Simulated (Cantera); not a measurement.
A closed system holds: 1 mol TEOS, 1.7 mol CO₂, 130 mol N₂, held at 1.00 Torr.

Cantera equilibrium calculation (NASA polynomials, part measured and part estimated; ideal gas, pure solids and liquids). Candidate condensed phases: C, C₆H₆, C₇H₈, C₈H₁₈, H₂O, Si, SiC, SiO₂, Si₂N₂O, Si₃N₄; 151 gas species. The feed counts by its element totals alone. N₂ is the only nitrogen source here; it is nearly inert below about 1500 K, so the nitride shown seldom forms there in practice. The numbers say what is thermodynamically allowed, not how fast it happens.

Question: Which condensed phases are stable at each of these points (T (°C)): 325, 425, 525, 625, 725, 825, 925, 1025, 1125, 1225, 1325, 1425, 1525?

Answer: 
```
T (°C)              condensed phases  Si condensed (%)
------  ----------------------------  ----------------
325     C(graphite) + SiO₂(α-quartz)             100.0
425     C(graphite) + SiO₂(α-quartz)             100.0
525     C(graphite) + SiO₂(α-quartz)             100.0
625     C(graphite) + SiO₂(β-quartz)             100.0
725     C(graphite) + SiO₂(β-quartz)             100.0
825          C(graphite) + Si₂N₂O(s)             100.0
925          C(graphite) + Si₂N₂O(s)             100.0
1025         C(graphite) + Si₂N₂O(s)             100.0
1125         C(graphite) + Si₂N₂O(s)              99.3
1225            C(graphite) + SiC(s)              98.6
1325            C(graphite) + SiC(s)              97.9
1425            C(graphite) + SiC(s)              96.9
1525            C(graphite) + SiC(s)              95.1
```

From 325 °C to 525 °C the condensed part is C(graphite) + SiO₂(α-quartz). From 625 °C to 725 °C the condensed part is C(graphite) + SiO₂(β-quartz). From 825 °C to 1125 °C the condensed part is C(graphite) + Si₂N₂O(s). From 1225 °C to 1525 °C the condensed part is C(graphite) + SiC(s).
